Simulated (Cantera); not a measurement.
Cantera with NASA thermochemical tables; ideal gases at 1 bar, condensed phases pure. Values are per mole of reaction as written; species without (g) are pure solids or liquids, kept so even where they would boil at 1 bar.

PbO + C ⇌ CO(g) + Pb(g)

| T (K) | ΔH° (kJ) | ΔS° (J/K) | ΔG° (kJ) | log10 K | condensed phases |
|---|---|---|---|---|---|
| 300 | 304.1 | 300.9 | 213.8 | -37.22 | PbO(red), C(graphite) |
| 1675 | 243.9 | 241.9 | -161.2 | 5.03 | PbO(l), C(graphite) |
| 1700 | [?] | [?] | [?] | [?] | PbO(l), C(graphite) |
| 1725 | 242.4 | 241.0 | -173.2 | 5.25 | PbO(l), C(graphite) |
| 1750 | 241.6 | 240.5 | -179.3 | 5.35 | PbO(l), C(graphite) |
| 1775 | [?] | [?] | [?] | [?] | PbO(l), C(graphite) |
| 1800 | 240.1 | 239.7 | -191.3 | 5.55 | PbO(l), C(graphite) |
| 1825 | 239.3 | 239.2 | -197.3 | 5.65 | PbO(l), C(graphite) |
| 1850 | 238.6 | 238.8 | -203.2 | 5.74 | PbO(l), C(graphite) |
| 1875 | 237.8 | 238.4 | -209.2 | 5.83 | PbO(l), C(graphite) |

**Question.** Some entries are withheld; supply them.

**Answer.** 
- 1700, ΔH° (kJ): 243.2
- 1700, ΔS° (J/K): 241.4
- 1700, ΔG° (kJ): -167.2
- 1700, log10 K: 5.14
- 1775, ΔH° (kJ): 240.9
- 1775, ΔS° (J/K): 240.1
- 1775, ΔG° (kJ): -185.3
- 1775, log10 K: 5.45
